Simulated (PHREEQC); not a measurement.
Dissolve 0.0061 mol NaOH and 0.037 mol K3PO4 per kg of water at 25 °C. Closed to the air; pH follows from the charge balance.

Computed with PHREEQC (ion-association model, phreeqc.dat).

This is a speciation only: nothing precipitates in the calculation.

Q: Estimate the pH, density, specific conductance.

A: pH 12.04; density 1.005 g/cm³; specific conductance 12400 µS/cm.

Q: In which forms is P present?

A: PO4-3 74 %, HPO4-2 25 %, KHPO4- 1.5 % of the P.

Complexes and solids missing from the database can't appear.
